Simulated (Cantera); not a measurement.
An isothermal, constant-pressure homogeneous reactor starts with H2 : O2 = 0.3 : 1 (molar parts), equivalence ratio 0.15, at 1275 K and 1330 Pa.

Detailed kinetics in Cantera: the H2/O2 subset of GRI-Mech 3.0, which has no nitrogen chemistry. Radical loss at walls, strong at low pressure, is not modelled. The temperature is held fixed by assumption; the heat of reaction is taken as removed at once.

x: mole fraction; the columns are a selection and need not sum to one.

| t (s) | x H2 | x O2 | x OH | x H | x HO2 | x O | x H2O2 |
|---|---|---|---|---|---|---|---|
| 8.00e-6 | 0.231 | 0.769 | 4.14e-10 | 4.60e-9 | 4.95e-9 | 4.49e-10 | <1e-12 |
| 2.50e-5 | 0.231 | 0.769 | [?] | [?] | [?] | [?] | 6.72e-12 |
| 7.82e-5 | 0.231 | 0.769 | 2.28e-8 | 6.50e-8 | 4.85e-8 | 3.27e-8 | 6.54e-11 |
| 0.000245 | 0.231 | 0.769 | 7.95e-7 | 2.02e-6 | 1.55e-7 | 1.19e-6 | 6.36e-10 |
| 0.000765 | 0.157 | 0.728 | 0.0109 | 0.0322 | 4.65e-6 | 0.0195 | 2.41e-7 |
| 0.00239 | 0.0115 | 0.644 | 0.0134 | 0.0704 | 7.68e-6 | 0.0801 | 3.04e-7 |
| 0.00748 | 0.00883 | 0.674 | 0.0119 | 0.0420 | 8.36e-6 | 0.0560 | 3.64e-7 |
| 0.0234 | [?] | 0.718 | [?] | [?] | 7.93e-6 | [?] | [?] |
| 0.0732 | 0.000377 | 0.736 | 0.00255 | 0.000308 | 3.32e-6 | 0.00211 | 2.00e-7 |
| 0.229 | 3.90e-5 | 0.739 | 0.000824 | 1.03e-5 | 6.28e-7 | 0.000219 | 6.30e-8 |
| 0.716 | 6.12e-6 | 0.739 | 0.000328 | 6.50e-7 | 1.27e-7 | 3.46e-5 | 1.96e-8 |
| 2.24 | 1.32e-6 | 0.739 | 0.000153 | 6.58e-8 | 4.21e-8 | 7.52e-6 | 6.35e-9 |
| 7.00 | 3.60e-7 | 0.739 | 8.01e-5 | 9.46e-9 | 3.32e-8 | 2.06e-6 | 2.27e-9 |

Fill in the missing entries.


- 2.50e-5, x OH: 3.02e-9
- 2.50e-5, x H: 1.40e-8
- 2.50e-5, x HO2: 1.55e-8
- 2.50e-5, x O: 3.71e-9
- 0.0234, x H2: 0.00322
- 0.0234, x OH: 0.00740
- 0.0234, x H: 0.00806
- 0.0234, x O: 0.0185
- 0.0234, x H2O2: 3.95e-7
